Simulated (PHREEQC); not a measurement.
A solution holds 0.16 mol Mn(NO3)2 per kg of water, at 20 °C. Closed to the air; pH follows from the charge balance.

The numbers come from PHREEQC with the ion-association model, phreeqc.dat.

| quantity | before | after |
|---|---|---|
| pH | 6.06 | 5.89 |
| ionic strength (mol/kgw) | 0.464 | 0.465 |

### Question
Name the change that produced these shifts.
(A) temperature from 20 to 30 °C
(B) Mn(NO3)2 from 0.16 to 0.144 mol/kgw
(C) diluted 2-fold with water
(D) Mn(NO3)2 from 0.16 to 0.32 mol/kgw
(E) Mn(NO3)2 from 0.16 to 0.176 mol/kgw

### Answer
A, temperature from 20 to 30 °C

No solid was allowed to form.
